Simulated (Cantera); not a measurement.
An isothermal, constant-pressure homogeneous reactor starts with 6.71 % CO, 2.10 % O2, 0.287 % H2O, 90.9 % N2, at 1225 K and 840000 Pa.

Computed with Cantera and GRI-Mech 3.0 (53 species, 325 reactions). The temperature is held fixed by assumption; the heat of reaction is taken as removed at once.

x: mole fraction; the columns are a selection and need not sum to one.

```
t (s)       x CO      x O2    x H2O    x H2O2      x NO      x H2
--------  ------  --------  -------  --------  --------  --------
0.000100  0.0671    0.0210  0.00287  4.05e-12    <1e-12  4.88e-10
0.000251  0.0671    0.0210  0.00287  8.20e-11    <1e-12       [?]
0.000631  0.0671    0.0210  0.00287   1.89e-8  2.28e-12       [?]
0.00159   0.0656    0.0202  0.00284   6.34e-7  8.37e-10       [?]
0.00399   0.0595    0.0172  0.00280   8.75e-7   1.02e-8       [?]
0.0100    0.0453   0.00994  0.00279   6.30e-7   7.04e-8       [?]
0.0252    0.0261  0.000316  0.00267   6.92e-9   3.68e-7       [?]
0.0632    0.0251   3.64e-7  0.00234    <1e-12   2.31e-7  0.000590
0.159     0.0251   5.12e-8  0.00229    <1e-12   1.24e-7  0.000640
0.399     0.0250   1.13e-8  0.00226    <1e-12   7.23e-8  0.000670
1.00      0.0250   2.84e-9  0.00224    <1e-12   4.32e-8  0.000693
2.52      0.0250  9.21e-10  0.00222    <1e-12   2.84e-8  0.000708
6.34      0.0250  4.28e-10  0.00221    <1e-12   2.16e-8  0.000717
15.9      0.0250  2.00e-10  0.00220    <1e-12   1.69e-8  0.000724
40.0      0.0250  3.06e-11  0.00219    <1e-12   9.28e-9  0.000740
```

Task: Fill in the missing entries.

Result: 
- 0.000251, x H2: 5.50e-9
- 0.000631, x H2: 2.12e-7
- 0.00159, x H2: 2.04e-5
- 0.00399, x H2: 6.89e-5
- 0.0100, x H2: 9.70e-5
- 0.0252, x H2: 0.000245
